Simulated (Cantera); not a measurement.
# Reactions in the system F-S

Source: NASA polynomial tables (part measured, part estimated), evaluated in Cantera. Values are per mole of reaction as written; species without (g) are pure solids or liquids, kept so even where they would boil at 1 bar.

SF₄(g) + F₂(g) = SF₆(g)

| T (K) | ΔH° (kJ) | ΔS° (J/K) | ΔG° (kJ) | log10 K |
|---|---|---|---|---|
| 523 | -458.2 | -213.5 | -346.6 | 34.61 |
| 573 | -458.1 | -213.3 | -335.9 | 30.62 |
| 623 | -457.9 | -213.0 | -325.2 | 27.27 |
| 673 | -457.7 | -212.7 | -314.6 | 24.42 |
| 723 | -457.5 | -212.3 | -304.0 | 21.96 |
| 773 | -457.1 | -211.9 | -293.4 | 19.82 |
| 823 | -456.8 | -211.5 | -282.8 | 17.95 |
| 873 | -456.4 | -211.0 | -272.2 | 16.29 |
| 923 | -456.1 | -210.6 | -261.7 | 14.81 |
| 973 | -455.6 | -210.2 | -251.1 | 13.48 |
| 1023 | -455.2 | -209.8 | -240.6 | 12.29 |

6 SF₄(g) = S₂(g) + 4 SF₆(g)

```tsv
T (K)	ΔH° (kJ)	ΔS° (J/K)	ΔG° (kJ)	log10 K
523	-180.2	-418.5	38.7	-3.86
573	-180.6	-419.2	59.6	-5.44
623	-180.8	-419.6	80.6	-6.76
673	-180.9	-419.7	101.6	-7.88
723	-180.8	-419.6	122.6	-8.86
773	-180.6	-419.3	143.5	-9.70
823	-180.3	-419.0	164.5	-10.44
873	-180.0	-418.5	185.4	-11.10
923	-179.5	-418.1	206.4	-11.68
973	-179.0	-417.5	227.2	-12.20
1023	-178.4	-417.0	248.1	-12.67
```

2 SF₆(g) = S₂(g) + 12 F(g)

```tsv
T (K)	ΔH° (kJ)	ΔS° (J/K)	ΔG° (kJ)	log10 K
523	3537.9	1591.6	2705.4	-270.20
573	3539.6	1594.7	2625.8	-239.36
623	3540.8	1596.8	2546.0	-213.46
673	3541.7	1598.3	2466.1	-191.40
723	3542.4	1599.2	2386.2	-172.39
773	3542.8	1599.8	2306.2	-155.84
823	3543.0	1600.1	2226.2	-141.29
873	3543.1	1600.2	2146.2	-128.41
923	3543.1	1600.1	2066.2	-116.93
973	3542.9	1599.9	1986.2	-106.62
1023	3542.6	1599.6	1906.2	-97.33
```

2 SF₆(g) + S = 3 SF₄(g)

```csv
T (K),ΔH° (kJ),ΔS° (J/K),ΔG° (kJ),log10 K
523,148.6,277.6,3.5,-0.35
573,147.8,276.0,-10.4,0.95
623,147.0,274.7,-24.1,2.02
673,146.3,273.6,-37.9,2.94
723,145.6,272.6,-51.5,3.72
773,144.9,271.7,-65.1,4.40
823,144.1,270.7,-78.7,4.99
873,143.2,269.6,-92.2,5.52
923,142.2,268.5,-105.6,5.98
973,141.2,267.4,-119.0,6.39
1023,140.2,266.5,-132.4,6.76
```
